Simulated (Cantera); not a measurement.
Charge: 1 mol CO2, 0.064 mol SO2, 1.1 mol N2, at 3250 K and 0.190 bar.

Equilibrium computed with Cantera from the NASA thermochemical tables; the gas is ideal and each condensed phase is pure. Candidate condensed phases: C, S; 35 gas species. Equilibrium is a limit: real reactors are often held back by kinetics, nucleation or transport.

Base state: N2 0.374, CO 0.306, O 0.154, O2 0.0718, CO2 0.0465, NO 0.0255, SO 0.0112, SO2 0.00829 (mole fractions); condensed: gas only.

Task: What changes in the equilibrium state with this change: SO2 from 0.064 to 0.015 mol?

Result: 
| species | before | after |
|---|---|---|
| N2 | 0.374 | 0.385 |
| CO | 0.306 | 0.314 |
| O | 0.154 | 0.152 |
| SO | 0.0112 | 0.00272 |
| O2 | 0.0718 | 0.0704 |
| CO2 | 0.0465 | 0.0473 |
| NO | 0.0255 | 0.0256 |
| SO2 | 0.00829 | 0.00198 |
| S | 0.00297 | 0.000724 |
